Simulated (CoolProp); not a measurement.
Vapour-liquid equilibrium of propylene (1) + dimethyl ether (2) at 7.54 bar; x and y are mole fractions of (1).

Values from CoolProp's multi-fluid Helmholtz-energy mixture model, Lemmon 2013 and Wu 2011; pair parameters Bell 2016.

| x | bubble temperature, mixture model (°C) | bubble temperature, Raoult's law (°C) | y, mixture model | y, Raoult's law |
|---|---|---|---|---|
| 0.05 | 31.7 | 32.1 | 0.094 | 0.091 |
| 0.15 | 27.9 | 29.0 | 0.257 | 0.254 |
| 0.25 | 24.6 | 26.1 | 0.392 | 0.394 |
| 0.35 | 21.6 | 23.4 | 0.506 | 0.515 |
| 0.45 | 19.0 | 20.8 | 0.603 | 0.619 |
| 0.55 | 16.7 | 18.3 | 0.688 | 0.711 |
| 0.65 | 14.7 | 16.0 | 0.764 | 0.790 |
| 0.75 | 12.8 | 13.8 | 0.834 | 0.860 |
| 0.85 | 11.1 | 11.8 | 0.901 | 0.921 |
| 0.95 | 9.6 | 9.8 | 0.967 | 0.975 |

The largest gap from Raoult's law is -1.8 K in bubble temperature, at x = 0.45. No azeotrope shows between x = 0.05 and 0.95.

Pair parameters are fitted to limited data, so mixtures are less certain than the pure fluids.
